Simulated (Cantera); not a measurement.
# Low-pressure radical oxidation in H2/O2

An isothermal, constant-pressure homogeneous reactor starts with 13.8 % H2, 86.2 % O2, at 1225 K and 1330 Pa.

Detailed kinetics in Cantera: GRI-Mech 3.0 (53 species, 325 reactions). Radical loss at walls, strong at low pressure, is not modelled. The temperature is held fixed by assumption; the heat of reaction is taken as removed at once.

```tsv
t (s)	x H2	x O2	x H2O	x O	x H	x HO2	x OH
0.000900	0.135	0.860	0.00198	0.000946	0.00103	2.33e-6	0.000600
0.00212	0.00537	0.775	0.110	0.0629	0.0382	6.55e-6	0.00853
0.00499	0.00433	0.786	0.117	0.0548	0.0297	6.64e-6	0.00777
0.0117	0.00314	0.808	0.128	0.0374	0.0170	6.66e-6	0.00668
0.0277	0.00146	0.833	0.140	0.0166	0.00504	5.90e-6	0.00461
0.0651	0.000377	0.847	0.146	0.00418	0.000636	3.64e-6	0.00235
0.153	7.13e-5	0.851	0.147	0.000788	5.21e-5	1.39e-6	0.00102
0.361	1.43e-5	0.851	0.148	0.000159	4.73e-6	4.08e-7	0.000461
0.850	3.47e-6	0.852	0.148	3.89e-5	5.73e-7	1.21e-7	0.000228
2.00	1.01e-6	0.852	0.148	1.14e-5	9.05e-8	4.19e-8	0.000123
```
x: mole fraction; the columns are a selection and need not sum to one.

Equilibrium at this temperature and pressure: H2 2.96e-8, O2 0.852, H2O 0.148, O 3.39e-7, H 4.67e-10, HO2 2.08e-8, OH 2.13e-5 (gas phase only).
